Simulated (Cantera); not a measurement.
An isothermal, constant-pressure homogeneous reactor starts with 1.09 % CH4, 98.9 % H2, at 1875 K and 0.170 bar.

Cantera simulation using GRI-Mech 3.0 (53 species, 325 reactions); the numbers are that mechanism's predictions, not measurements. GRI-Mech 3.0 stops at C3 and has no aromatics, soot or wall deposition, so with more carbon than oxygen in the feed, carbon stays in small species such as C2H2 where larger ones or solid carbon would form.

x: mole fraction; the columns are a selection and need not sum to one.

```csv
t (s),x CH4,x H2,x C2H,x C2H6,x H
9.00e-6,0.0109,0.989,<1e-12,5.15e-12,5.18e-6
4.78e-5,0.0109,0.989,<1e-12,3.17e-10,2.96e-5
0.000253,0.0108,0.989,<1e-12,___,0.000159
0.00134,0.0107,0.988,5.62e-11,___,0.000771
0.00713,0.00981,0.988,6.66e-9,___,0.00153
0.0378,0.00674,0.990,3.60e-8,___,0.00156
0.201,0.00251,0.992,7.73e-8,___,0.00158
1.07,0.000657,0.993,9.58e-8,___,0.00159
5.65,0.000409,0.993,9.83e-8,1.84e-9,0.00160
30.0,0.000409,0.993,9.83e-8,1.84e-9,0.00160
```

What belongs in the gaps?


- 0.000253, x C2H6: 1.50e-8
- 0.00134, x C2H6: 2.78e-7
- 0.00713, x C2H6: 6.54e-7
- 0.0378, x C2H6: 3.16e-7
- 0.201, x C2H6: 4.51e-8
- 1.07, x C2H6: 3.71e-9
